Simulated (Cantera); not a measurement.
**Ignition delay**

Mixture: 5.41 % CH₃OH, 15.0 % O₂, 79.5 % N₂, equivalence ratio 0.54, at 9.87 atm, adiabatic and at constant volume. Ignition delay is the time to a rise of 400 K.

Computed with Cantera and GRI-Mech 3.0 (53 species, 325 reactions). GRI-Mech 3.0 was tuned for natural gas; its chemistry of methanol as a main component is partial and can be far from experiment.

```tsv
T0 (K)	delay (ms)
1298	0.405
1348	0.208
1398	0.114
1448	0.0659
1498	0.0402
1548	0.0256
1598	0.0170
1648	0.0116
1698	0.00818
```

```yaml
apparent activation energy between 1598 and 1698 K: 160 kJ/mol
```
